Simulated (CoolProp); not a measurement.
Vapour-liquid equilibrium of o-xylene (1) + n-undecane (2) at 233.25 °C; x and y are mole fractions of (1).

Values from CoolProp's multi-fluid Helmholtz-energy mixture model, Zhou 2012 and Aleksandrov 2011; pair parameters Bell 2016.

```
x     bubble pressure, mixture model (MPa)  bubble pressure, Raoult's law (MPa)  y, mixture model  y, Raoult's law
----  ------------------------------------  -----------------------------------  ----------------  ---------------
0.05                                     ?                               0.2559             0.109            0.131
0.2                                 0.3099                               0.3211             0.372            0.417
0.35                                0.3715                               0.3863             0.564            0.606
0.5                                 0.4362                               0.4515             0.707            0.741
0.65                                0.5035                               0.5167                 ?            0.841
0.8                                 0.5729                               0.5819                 ?            0.920
0.95                                0.6446                               0.6471                 ?            0.982
```

Q: Complete the blanks.

A: 
- 0.05, bubble pressure, mixture model (MPa): 0.2522
- 0.65, y, mixture model: 0.818
- 0.8, y, mixture model: 0.907
- 0.95, y, mixture model: 0.979

The largest gap from Raoult's law is -3.8 % in bubble pressure, at x = 0.35. No azeotrope shows between x = 0.05 and 0.95.

The pair parameters rest on a limited set of measurements; away from them the model extrapolates.
